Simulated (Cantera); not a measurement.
Input: 1 mol CH3SiH3, 0.027 mol C2H4, 2.8 mol H2, at 2325 K and 0.00500 bar.

Method: chemical equilibrium by Gibbs-energy minimisation in Cantera with the NASA 1993 tables (ideal gas, pure condensed phases). Candidate condensed phases: C, C6H6, C7H8, C8H18, Si, SiC; 87 gas species. The feed counts by its element totals alone. Gases not in the tables: Si2H6 and higher silanes. The numbers say what is thermodynamically allowed, not how fast it happens.

Base state: H2 0.811, H 0.140, Si 0.0357, SiC2 0.00537, C2H2 (acetylene) 0.00396, Si2C 0.00313, SiH 0.000799, Si2 0.000111 (mole fractions); condensed: C(graphite) + SiC(s).

What changes in the equilibrium state with this change: temperature from 2325 K to 1825 K?


```csv
species,before,after
H2,0.811,0.994
H,0.140,0.00621
C2H2 (acetylene),0.00396,0.000213
Si,0.0357,2.45e-5
Si2,0.000111,4.30e-9
SiC2,0.00537,4.13e-7
Si2C,0.00313,2.97e-7
C2H,3.29e-5,1.30e-8
SiH,0.000799,1.84e-6
"C(graphite), mol",0.229,0.0516
"SiC(s), mol",0.680,1.000
```
